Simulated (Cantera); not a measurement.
A closed system holds: 1 mol CuO, 2 mol CO, 4.1 mol H₂, held at 1550 K and 1.33 mbar.

Method: chemical equilibrium by Gibbs-energy minimisation in Cantera with the NASA 1993 tables (ideal gas, pure condensed phases). The numbers say what is thermodynamically allowed, not how fast it happens.

| species | before | after |
|---|---|---|
| H₂ | 0.528 | 0.536 |
| CO | 0.296 | 0.300 |
| H₂O | 0.135 | 0.137 |
| Cu | 0.0139 | 3.26e-6 |
| CO₂ | 0.0270 | 0.0274 |
| CH₄ | <1e-9 | 2.70e-5 |
| H | 0.000627 | 9.65e-6 |
| Cu(l), mol | 0.914 | 1.000 |
Gas species are given as mole fractions.

Question: What was changed between the two runs?
A) H₂ from 4.1 to 16 mol
B) CO from 2 to 18 mol
C) temperature from 1550 K to 2348 K
D) pressure from 1.33 mbar to 5.70 bar

Answer: D, pressure from 1.33 mbar to 5.70 bar
